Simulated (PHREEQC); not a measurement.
2.3 g of hydrous ferric oxide (600 m²/g; 0.2 weak and 0.005 strong sites per Fe, Dzombak-Morel constants, diffuse double layer) in 1 kg of water with 0.01 mol/kgw of an inert sodium salt and 0.0057 mol NaH2PO4 and 2.6e-05 mol ZnCl2, at 25 °C; the pH is set by adding NaOH or the inert anion's acid. O2 is buffered at 0.21 atm. The system is closed to CO2. No solid was allowed to form.

The series has 13 steps of pH, from 3 to 11.

All values are PHREEQC results (ion-association model, wateq4f.dat), not measurements.

**Question.** Near which pH is half of the P sorbed, and on which side is more sorbed?

**Answer.** Near pH 8.0, with more sorbed at lower pH.

**Question.** Near which pH is half of the Zn sorbed, and on which side is more sorbed?

**Answer.** Near pH 5.2, with more sorbed at higher pH.

**Question.** At which pH does the surface charge pass through zero?

**Answer.** Near pH 4.8.

Species that the database lacks are ignored. H3PO4, which wateq4f.dat lacks, is added to it with the constant of phreeqc.dat. The database has no phosphate complexes of Zn. The oxide is taken as insoluble; below pH 4 it would dissolve.
